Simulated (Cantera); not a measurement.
Gas-phase reforming

A perfectly stirred reactor is fed with 27.1 % CH₄, 70.5 % H₂O, 2.36 % H₂, at 0.510 bar; it is held at 1623 K, and followed from long to short residence time.

Computed with Cantera and GRI-Mech 3.0 (53 species, 325 reactions).

```
τ (s)    x CH₄  x H₂O    x H₂      x H     x OH    x CH₂
------  ------  -----  ------  -------  -------  -------
15      0.0172  0.310   0.514  6.84e-5  1.73e-6  8.37e-9
6.6     0.0247  0.343   0.484  6.58e-5  1.95e-6  1.39e-8
2.9     0.0345  0.389   0.442  6.21e-5  2.28e-6  2.26e-8
1.3     0.0469  0.441   0.393  5.72e-5  2.68e-6  3.47e-8
0.56    0.0642  0.500   0.335  5.06e-5  3.14e-6  5.09e-8
0.24    0.0880  0.554   0.275  4.30e-5  3.59e-6  6.90e-8
0.11     0.117  0.596   0.221  3.54e-5  3.94e-6  8.48e-8
0.047    0.154  0.632   0.165  2.73e-5  4.27e-6  1.00e-7
0.021    0.190  0.659   0.117  2.04e-5  4.57e-6  1.13e-7
0.0090   0.223  0.680  0.0766  1.42e-5  4.84e-6  1.25e-7
```
x: mole fraction; the columns are a selection and need not sum to one.
